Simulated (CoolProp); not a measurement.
The fluid at 427.57 K and 0.22 MPa flows at 17 m/s in a round tube of 100 mm bore and 15 µm roughness, fully developed (64/Re and Nu = 3.66 if laminar; Colebrook and Gnielinski if turbulent). The same conditions are run with several fluids, on thermodynamics alone (safety and materials aside).

The numbers come from the reference Helmholtz-energy equation of state of each fluid (R143a: Lemmon and Jacobsen 2000; propane: Lemmon 2009; R123: Younglove 1994; methane: Setzmann 1991; R404A: Lemmon 2003) in CoolProp. Blends and air are pseudo-pure fits.

| fluid | Reynolds number | Darcy friction factor | pressure drop (Pa/m) | heat-transfer coefficient (W/(m² K)) | mass flow (kg/h) |
|---|---|---|---|---|---|
| R143a | 567000 | 0.0148 | 112 | 225 | 2530 |
| propane | 407000 | 0.0153 | 61.0 | 224 | 1330 |
| R123 | 1090000 | 0.0140 | 197 | 263 | 4670 |
| methane | 112000 | 0.0184 | 26.4 | 115 | 478 |
| R404A | 601000 | 0.0147 | 130 | 222 | 2930 |

Transport values come from each fluid's own correlations; those of R143a are estimates that may be off by 10 % or more.
